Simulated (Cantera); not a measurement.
# Formation from one mole of S₂

Source: NASA polynomial tables (part measured, part estimated), evaluated in Cantera. Values are per mole of reaction as written; species without (g) are pure solids or liquids, kept so even where they would boil at 1 bar.

4 Na + S₂(g) = 2 Na₂S

```
T (K)  ΔH° (kJ)  ΔS° (J/K)  ΔG° (kJ)  log10 K  condensed phases
-----  --------  ---------  --------  -------  ----------------
300      -860.6     -240.9    -788.3   137.25    Na(s), Na₂S(s)
350      -859.7     -238.3    -776.3   115.86    Na(s), Na₂S(s)
375      -869.9     -265.6    -770.3   107.29    Na(l), Na₂S(s)
400      -869.7     -265.1    -763.6    99.72    Na(l), Na₂S(s)
425      -869.5     -264.6    -757.0    93.04    Na(l), Na₂S(s)
450      -869.2     -264.0    -750.4    87.10    Na(l), Na₂S(s)
475      -868.9     -263.3    -743.8    81.79    Na(l), Na₂S(s)
```

2 H₂(g) + S₂(g) = 2 H₂S(g)

```csv
T (K),ΔH° (kJ),ΔS° (J/K),ΔG° (kJ),log10 K
300,-169.4,-78.3,-146.0,25.41
350,-170.5,-81.6,-142.0,21.19
375,-171.1,-83.2,-139.9,19.49
400,-171.6,-84.5,-137.8,18.00
425,-172.2,-85.8,-135.7,16.68
450,-172.7,-87.0,-133.5,15.50
475,-173.2,-88.1,-131.3,14.44
```

Ni + S₂(g) = NiS₂

| T (K) | ΔH° (kJ) | ΔS° (J/K) | ΔG° (kJ) | log10 K |
|---|---|---|---|---|
| 300 | -259.8 | -186.1 | -203.9 | 35.50 |
| 350 | -259.2 | -184.4 | -194.7 | 29.05 |
| 375 | -258.9 | -183.6 | -190.1 | 26.47 |
| 400 | -258.7 | -183.0 | -185.5 | 24.22 |
| 425 | -258.4 | -182.4 | -180.9 | 22.23 |
| 450 | -258.2 | -181.8 | -176.4 | 20.47 |
| 475 | -257.9 | -181.3 | -171.8 | 18.89 |

1.5 Ni + S₂(g) = 0.5 Ni₃S₄

```json
[
 {"T (K)": "300", "ΔH° (kJ)": "-278.9", "ΔS° (J/K)": "-179.8", "ΔG° (kJ)": "-225.0", "log10 K": "39.18"},
 {"T (K)": "350", "ΔH° (kJ)": "-278.4", "ΔS° (J/K)": "-178.1", "ΔG° (kJ)": "-216.1", "log10 K": "32.24"},
 {"T (K)": "375", "ΔH° (kJ)": "-278.1", "ΔS° (J/K)": "-177.3", "ΔG° (kJ)": "-211.6", "log10 K": "29.48"},
 {"T (K)": "400", "ΔH° (kJ)": "-277.8", "ΔS° (J/K)": "-176.5", "ΔG° (kJ)": "-207.2", "log10 K": "27.06"},
 {"T (K)": "425", "ΔH° (kJ)": "-277.5", "ΔS° (J/K)": "-175.7", "ΔG° (kJ)": "-202.8", "log10 K": "24.92"},
 {"T (K)": "450", "ΔH° (kJ)": "-277.1", "ΔS° (J/K)": "-174.9", "ΔG° (kJ)": "-198.4", "log10 K": "23.03"},
 {"T (K)": "475", "ΔH° (kJ)": "-276.7", "ΔS° (J/K)": "-174.1", "ΔG° (kJ)": "-194.0", "log10 K": "21.34"}
]
```
